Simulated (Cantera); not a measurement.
A closed system holds: 1 mol SiHCl3, 9.6 mol NH3, 83 mol N2, equilibrated at 1000 Pa.

Cantera equilibrium calculation (NASA polynomials, part measured and part estimated; ideal gas, pure solids and liquids). Candidate condensed phases: NH4Cl, Si, Si3N4; 28 gas species. The numbers say what is thermodynamically allowed, not how fast it happens. All values below are at 1400 K.

Base state: N2 0.842, H2 0.130, HCl 0.0287, SiCl2 0.000145, H 1.75e-5 (mole fractions); condensed: Si3N4(s).

Question: What changes in the equilibrium state with this change: NH3 from 9.6 to 0.39 mol?

Answer: 
```
species          before     after
-------------  --------  --------
N2                0.842     0.971
HCl              0.0287    0.0209
SiCl2          0.000145   0.00407
H2                0.130   0.00224
SiCl4           9.64e-7  0.000837
SiCl3           5.74e-6  0.000896
H               1.75e-5   2.30e-6
Cl              3.19e-6   1.77e-5
Si3N4(s), mol     0.328     0.168
```
The tables' values for SiCl3 are old estimates; treat these amounts as uncertain.

Question: What changes in the equilibrium state with this change: SiHCl3 replaced by SiH2Cl2?

Answer: 
```csv
species,before,after
N2,0.842,0.842
H2,0.130,0.139
HCl,0.0287,0.0192
SiCl2,0.000145,6.05e-5
H,1.75e-5,1.81e-5
"Si3N4(s), mol",0.328,0.331
```
